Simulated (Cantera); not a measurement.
**Equilibrium for silicon epitaxy and polysilicon growth: SiHCl3 + N2**

Feed: 1 mol SiHCl3, a varied amount of N2, at 948 K and 21.0 Torr.

These are equilibrium values from Cantera (NASA tables, ideal gas, pure condensed phases), not measurements of a reactor. Candidate condensed phases: NH4Cl, Si, Si3N4; 28 gas species. N2 is the only nitrogen source here; it is nearly inert below about 1500 K, so the nitride shown seldom forms there in practice. Kinetics and transport are ignored.

```
n(N2) (mol)   x N2    x HCl  x SiCl4      x H2  x SiCl3  x SiHCl3  x SiCl2  n Si3N4(s)
-----------  -----  -------  -------  --------  -------  --------  -------  ----------
32           0.956   0.0264   0.0160   0.00188  6.09e-6   5.15e-6  7.84e-8       0.156
38           0.962   0.0225   0.0135   0.00149  5.35e-6   4.03e-6  7.18e-8       0.157
45           0.968   0.0193   0.0114   0.00119  4.72e-6   3.17e-6  6.59e-8       0.157
53           0.973   0.0166  0.00970  0.000949  4.17e-6   2.50e-6  6.06e-8       0.158
63           0.977   0.0141  0.00816  0.000747  3.66e-6   1.95e-6  5.55e-8       0.159
75           0.981   0.0120  0.00686  0.000586  3.21e-6   1.51e-6  5.08e-8       0.159
88           0.983   0.0103  0.00584  0.000469  2.84e-6   1.20e-6  4.69e-8       0.160
100          0.985  0.00910  0.00514  0.000392  2.58e-6   9.96e-7  4.39e-8       0.160
120          0.988  0.00765  0.00428  0.000303  2.25e-6   7.63e-7  4.00e-8       0.161
150          0.990  0.00617  0.00342  0.000221  1.90e-6   5.50e-7  3.58e-8       0.161
180          0.992  0.00518  0.00284  0.000170  1.66e-6   4.21e-7  3.26e-8       0.161
210          0.993  0.00446  0.00243  0.000137  1.47e-6   3.35e-7  3.02e-8       0.162
```
x: gas mole fraction; n: condensed amount in mol.

From 32 mol N2 to 210 mol N2 the condensed part is Si3N4(s). The main Si-bearing gas is SiCl4 throughout. The share of Si in condensed phases is highest at 210 mol N2 (48.5 %) and lowest at 32 mol N2 (46.9 %).
